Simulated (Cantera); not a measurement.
A closed system holds: 1 mol SiCl4, 0.01 mol Cl2, 120 mol H2, equilibrated at 0.140 bar.

Equilibrium computed with Cantera from the NASA thermochemical tables; the gas is ideal and each condensed phase is pure. Candidate condensed phases: Si; 19 gas species. The tables' values for SiCl3 are old estimates; treat these amounts as uncertain. Rates play no part. All values below are at 1200 K.

Base state: H2 0.973, HCl 0.0235, SiCl2 0.00134, SiHCl3 0.000850, SiCl4 0.000755, SiCl3 0.000339, SiH2Cl2 0.000125 (mole fractions); condensed: Si(s).

What changes in the equilibrium state with this change: SiCl4 replaced by Si2H6?


| species | before | after |
|---|---|---|
| H2 | 0.973 | 1.000 |
| HCl | 0.0235 | 0.000162 |
| SiCl2 | 0.00134 | 6.23e-8 |
| SiHCl3 | 0.000850 | <1e-9 |
| SiCl4 | 0.000755 | <1e-9 |
| SiCl3 | 0.000339 | <1e-9 |
| SiH2Cl2 | 0.000125 | 6.00e-9 |
| Si(s), mol | 0.584 | 2.00 |
The feed counts by its element totals alone.
